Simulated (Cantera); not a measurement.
An isothermal plug-flow reactor at 873 K and 490000 Pa (inlet), inlet velocity 0.12 m/s, active area per volume 120 1/m; feed CO : O2 : N2 = 0.023 : 0.16 : 0.79 (molar parts), equivalence ratio 0.072.

Computed with Cantera and Deutschmann's 1995 Pt surface mechanism with GRI-Mech 3.0 gas chemistry. Catalytic surfaces can have several steady states; this one follows from the mechanism file's or the stated starting coverage. Mass transfer to the wall is taken as infinitely fast.

Question: What does this change do: temperature 873 to 523 K?

Answer: 
| quantity | before | after |
|---|---|---|
| x(CO) at z = 0.0038 m | 0.000734 | 0.0236 |
| x(O2) at z = 0.0038 m | 0.155 | 0.164 |
| x(H2O) at z = 0.0038 m | <1e-12 | <1e-12 |
| x(CO2) at z = 0.0038 m | 0.0232 | 2.34e-6 |
| θ(O*) at the exit | 0.961 | 0.00793 |

Question: What does this change do: O2 0.16 to 0.087 parts?

Answer: 
```
quantity                  before     after
----------------------  --------  --------
x(CO) at z = 0.0038 m   0.000734  0.000174
x(O2) at z = 0.0038 m      0.155    0.0851
x(H2O) at z = 0.0038 m    <1e-12    <1e-12
x(CO2) at z = 0.0038 m    0.0232    0.0257
θ(free Pt) at the exit    0.0384    0.0480
θ(O*) at the exit          0.961     0.952
```
